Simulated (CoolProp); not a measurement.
A single-stage vapour-compression cycle with c-C4F8 (RC318): evaporating at 242.15 K (dew point), condensing at 289.15 K (bubble point), superheat 0 K, subcooling 2 K, compressor efficiency 0.6, no pressure losses. Each further row changes one setting.

The numbers come from the reference Helmholtz-energy equation of state, Platzer 1990 in CoolProp. This equation is an older, rougher fit; its heat capacities, sound speeds and derivatives of the liquid may be far off and weren't checked against measurements.

```
case                              cooling COP  pressure ratio  discharge temperature (K)  refrigerating effect (kJ/kg)  volumetric capacity (kJ/m³)
--------------------------------  -----------  --------------  -------------------------  ----------------------------  ---------------------------
as stated                                2.35            7.35                      291.6                          78.8                          251
evaporating temperature 247.15 K         2.78            5.69                      290.7                          82.1                          333
condensing temperature 284.15 K          2.75            6.17                      287.2                          84.2                          269
subcooling 7 K                           2.51            7.35                      291.6                          84.2                          269
superheat 10 K                           2.42            7.35                      302.7                          85.8                          262
compressor efficiency 0.5                1.96            7.35                      299.9                          78.8                          251
```
